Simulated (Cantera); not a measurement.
An adiabatic, constant-pressure homogeneous reactor starts with 16.2 % CO, 16.2 % H2, 0.746 % CH4, 13.6 % O2, 51.2 % N2, 1.95 % H2O, equivalence ratio 1.3, at 1423 K and 0.310 bar.

Detailed kinetics in Cantera: GRI-Mech 3.0 (53 species, 325 reactions).

**Question.** Predict: time of steepest temperature rise; temperature at 8.00 s; equilibrium temperature; x(CO) at 8.00 s; x(H2) at 8.00 s; x(HCO) at 8.00 s.

**Answer.** 
- time of steepest temperature rise = 69.3 µs
- temperature at 8.00 s = 2683 K
- equilibrium temperature = 2683 K
- x(CO) at 8.00 s = 0.105 (gas-phase equilibrium 0.105)
- x(H2) at 8.00 s = 0.0319 (gas-phase equilibrium 0.0319)
- x(HCO) at 8.00 s = 6.15e-8 (gas-phase equilibrium 6.15e-8)
